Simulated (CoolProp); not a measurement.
The numbers come from the reference Helmholtz-energy equation of state, Leachman 2009 in CoolProp.

Give the vapour pressure (kPa), vapour density (kg/m³), liquid cp (kJ/(kg K)), vapour viscosity (µPa s) of saturated normal hydrogen at 26, 26.9 K.


```json
[
 {"T (K)": "26", "p (kPa)": "394", "vapour density (kg/m³)": "4.77", "liquid cp (kJ/(kg K))": "14.5", "vapour viscosity (µPa s)": "1.34"},
 {"T (K)": "26.9", "p (kPa)": "469", "vapour density (kg/m³)": "5.69", "liquid cp (kJ/(kg K))": "15.8", "vapour viscosity (µPa s)": "1.41"}
]
```

Viscosity comes from a separate model (Muzny 2013).
